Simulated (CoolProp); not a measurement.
Hydrogen chloride along the isotherm 396.85 °C: density (kg/m³) from the reference equation and from simpler models built on Tc = 51.5 °C, pc = 8314 kPa, ω = 0.130; each cubic takes its own stable root.

Model: reference Helmholtz-energy equation of state, Thol 2018, in CoolProp.

```csv
p (kPa),phase,reference,van der Waals,Redlich-Kwong
2770,gas,18.29,18.36,18.29
5540,gas,36.87,37.17,36.88
8310,gas,55.68,56.40,55.71
11100,supercritical,74.80,76.16,74.87
13900,supercritical,94.09,96.30,94.22
16600,supercritical,112.7,115.9,112.9
19400,supercritical,132.1,136.4,132.3
22200,supercritical,151.3,156.9,151.6
24900,supercritical,169.8,176.5,170.1
27700,supercritical,188.8,196.6,189.1
30500,supercritical,207.6,216.2,207.7
33300,supercritical,226.1,235.2,226.1
36000,supercritical,243.8,253.0,243.4
38800,supercritical,261.8,270.6,261.0
41600,supercritical,279.6,287.4,278.1
```
